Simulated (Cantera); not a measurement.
**Pyrogenic steam for wet oxidation**

An isothermal, constant-pressure homogeneous reactor starts with H₂ : O₂ : N₂ = 0.58 : 1 : 1.8 (molar parts), at 800 K and 623 Torr.

Detailed kinetics in Cantera: the H2/O2 subset of GRI-Mech 3.0, which has no nitrogen chemistry. Below about 950 K walls govern HO2 and H2O2 in real vessels. The temperature is held fixed by assumption; the heat of reaction is taken as removed at once.

```
t (s)      x H₂   x O₂     x HO₂      x OH       x H       x O    x H₂O₂
--------  -----  -----  --------  --------  --------  --------  --------
0.000100  0.172  0.296  6.85e-12    <1e-12    <1e-12    <1e-12    <1e-12
0.000310  0.172  0.296  2.18e-11    <1e-12    <1e-12    <1e-12    <1e-12
0.000963  0.172  0.296  6.80e-11    <1e-12    <1e-12    <1e-12    <1e-12
0.00299   0.172  0.296  2.12e-10    <1e-12    <1e-12    <1e-12  1.71e-12
0.00928   0.172  0.296  6.60e-10    <1e-12    <1e-12    <1e-12  1.65e-11
0.0288    0.172  0.296   2.07e-9    <1e-12    <1e-12    <1e-12  1.59e-10
0.0894    0.172  0.296   6.65e-9    <1e-12    <1e-12    <1e-12   1.56e-9
0.278     0.172  0.296   2.34e-8    <1e-12    <1e-12    <1e-12   1.61e-8
0.862     0.172  0.296   1.09e-7    <1e-12  3.03e-12    <1e-12   2.09e-7
2.67      0.172  0.296   4.72e-7  2.62e-12  1.97e-11  4.31e-12   3.37e-6
8.30      0.171  0.296   1.65e-6  3.13e-11  1.62e-10  3.54e-11   4.47e-5
25.8      0.167  0.294   5.94e-6  4.33e-10   1.75e-9  3.76e-10  0.000601
80.0      0.109  0.271   8.59e-6   1.37e-9   2.39e-9  6.77e-10   0.00115
```
x: mole fraction; the columns are a selection and need not sum to one.

Equilibrium at this temperature and pressure: H₂ <1e-12, O₂ 0.230, HO₂ 2.39e-11, OH 1.28e-9, H <1e-12, O <1e-12, H₂O₂ 9.51e-12 (gas phase only).
